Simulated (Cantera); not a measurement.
# Ignition delay

Mixture: 11.3 % CO, 2.60 % H2, 0.339 % CH4, 12.3 % O2, 73.4 % N2, equivalence ratio 0.62, at 460000 Pa, adiabatic and at constant volume. Ignition delay is the time to a rise of 400 K.

Computed with Cantera and GRI-Mech 3.0 (53 species, 325 reactions). Below about 1000 K GRI-Mech 3.0 lacks low-temperature oxidation paths. Below about 950 K walls govern HO2 and H2O2 in real vessels.

```csv
T0 (K),delay (ms)
900,118
950,25.4
1000,5.92
1050,1.41
1100,0.350
1150,0.119
1200,0.0586
1250,0.0368
```

```yaml
apparent activation energy between 1150 and 1250 K: 140 kJ/mol
```
